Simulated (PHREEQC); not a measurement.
Make-up at 25 °C: 1.1 mmol/kgw Na3PO4. Closed to the air; pH follows from the charge balance.

The numbers come from PHREEQC with the ion-association model, phreeqc.dat.

Precipitation was switched off in this run.

### Question
Predict the pH, ionic strength.

### Answer
pH 10.98; ionic strength 0.00452 mol/kgw.

### Question
In which forms is P present?

### Answer
HPO4-2 94 %, PO4-3 5.8 % of the P.
